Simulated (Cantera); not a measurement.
A perfectly stirred reactor is fed with CH4 : H2O = 1 : 1.2 (molar parts), at 47000 Pa; it is held at 1425 K, and followed from long to short residence time.

Detailed kinetics in Cantera: GRI-Mech 3.0 (53 species, 325 reactions).

Q: Predict: x(CH4) at τ = 3.70 s; x(H2O) at τ = 3.70 s; x(CH2CO) at τ = 3.70 s; x(H2) at τ = 3.70 s; x(C2H2) at τ = 3.70 s; x(CH4) at τ = 39.0 ms; x(H2O) at τ = 39.0 ms; x(CH2CO) at τ = 39.0 ms; x(H2) at τ = 39.0 ms; x(C2H2) at τ = 39.0 ms.

A: 
```json
{
 "x(CH4) at τ = 3.70 s": "0.245",
 "x(H2O) at τ = 3.70 s": "0.454",
 "x(CH2CO) at τ = 3.70 s": "2.30e-5",
 "x(H2) at τ = 3.70 s": "0.225",
 "x(C2H2) at τ = 3.70 s": "0.0615",
 "x(CH4) at τ = 39.0 ms": "0.448",
 "x(H2O) at τ = 39.0 ms": "0.544",
 "x(CH2CO) at τ = 39.0 ms": "2.30e-7",
 "x(H2) at τ = 39.0 ms": "0.00484",
 "x(C2H2) at τ = 39.0 ms": "0.000545"
}
```
